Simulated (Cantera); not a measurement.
A perfectly stirred reactor is fed with H₂ : O₂ : N₂ = 0.79 : 1 : 0.71 (molar parts), equivalence ratio 0.40, at 100.0 Torr; it is held at 1023 K, and followed from long to short residence time.

Detailed kinetics in Cantera: GRI-Mech 3.0 (53 species, 325 reactions). Radical loss at walls, strong at low pressure, is not modelled. The temperature is held fixed by assumption; the heat of reaction is taken as removed at once.

Question: What does this change do: H2 0.79 to 0.3 parts?

Answer: 
```
quantity                 before     after
---------------------  --------  --------
x(H₂) at τ = 17.0 s    0.000224   9.26e-5
x(O₂) at τ = 17.0 s       0.287     0.457
x(OH) at τ = 17.0 s     4.69e-5   4.66e-5
x(N₂O) at τ = 17.0 s    1.08e-7   1.04e-7
x(O) at τ = 17.0 s      6.63e-6   9.80e-6
x(H₂) at τ = 62.0 ms    0.00685   0.00304
x(O₂) at τ = 62.0 ms      0.289     0.457
x(OH) at τ = 62.0 ms   0.000389  0.000344
x(N₂O) at τ = 62.0 ms   3.34e-8   3.24e-8
x(O) at τ = 62.0 ms    0.000355  0.000411
```

Question: What does this change do: pressure from 100.0 Torr to 120 Torr?

Answer: 
```csv
quantity,before,after
x(H₂) at τ = 17.0 s,0.000224,0.000271
x(O₂) at τ = 17.0 s,0.287,0.287
x(OH) at τ = 17.0 s,4.69e-5,3.20e-5
x(N₂O) at τ = 17.0 s,1.08e-7,1.19e-7
x(O) at τ = 17.0 s,6.63e-6,4.53e-6
x(H₂) at τ = 62.0 ms,0.00685,0.00731
x(O₂) at τ = 62.0 ms,0.289,0.290
x(OH) at τ = 62.0 ms,0.000389,0.000300
x(N₂O) at τ = 62.0 ms,3.34e-8,3.87e-8
x(O) at τ = 62.0 ms,0.000355,0.000268
```
